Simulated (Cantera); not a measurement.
An adiabatic, constant-pressure homogeneous reactor starts with CH₄ : C₂H₆ : C₃H₈ : O₂ : N₂ : CO₂ = 1 : 0.16 : 0.13 : 2.92 : 11 : 0.18 (molar parts), equivalence ratio 1.1, at 1023 K and 9750 Torr.

Computed with Cantera and GRI-Mech 3.0 (53 species, 325 reactions). The pressure lies above the range GRI-Mech 3.0 was tuned for (to about 10 atm).

Question: Predict: time of steepest temperature rise; temperature at 0.200 s; equilibrium temperature; x(NO) at 0.200 s; x(H) at 0.200 s.

Answer: 
| Property | Value |
|---|---|
| time of steepest temperature rise | 8.52 ms |
| temperature at 0.200 s | 2674 K |
| equilibrium temperature | 2674 K |
| x(NO) at 0.200 s | 0.00339 (gas-phase equilibrium 0.00339) |
| x(H) at 0.200 s | 0.00155 (gas-phase equilibrium 0.00155) |
